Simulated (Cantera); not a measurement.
Source: NASA polynomial tables (part measured, part estimated), evaluated in Cantera. Values are per mole of reaction as written; species without (g) are pure solids or liquids, kept so even where they would boil at 1 bar. TiC: taken at fixed stoichiometry.

5 C + Ti2O3 → 2 TiC + 3 CO(g)

| T (K) | ΔH° (kJ) | ΔS° (J/K) | ΔG° (kJ) | log10 K |
|---|---|---|---|---|
| 2173 | ? | ? | ? | ? |
| 2248 | ? | ? | ? | ? |
| 2323 | ? | ? | ? | ? |
| 2398 | ? | ? | ? | ? |
| 2473 | 614.4 | 404.2 | -385.2 | 8.14 |
| 2548 | 610.9 | 402.8 | -415.5 | 8.52 |
| 2623 | 607.5 | 401.5 | -445.6 | 8.87 |

Task: Some entries are withheld; supply them.

Result: 
- 2173, ΔH° (kJ): 629.5
- 2173, ΔS° (J/K): 410.7
- 2173, ΔG° (kJ): -263.0
- 2173, log10 K: 6.32
- 2248, ΔH° (kJ): 625.6
- 2248, ΔS° (J/K): 409.0
- 2248, ΔG° (kJ): -293.7
- 2248, log10 K: 6.83
- 2323, ΔH° (kJ): 621.8
- 2323, ΔS° (J/K): 407.3
- 2323, ΔG° (kJ): -324.3
- 2323, log10 K: 7.29
- 2398, ΔH° (kJ): 618.1
- 2398, ΔS° (J/K): 405.7
- 2398, ΔG° (kJ): -354.8
- 2398, log10 K: 7.73
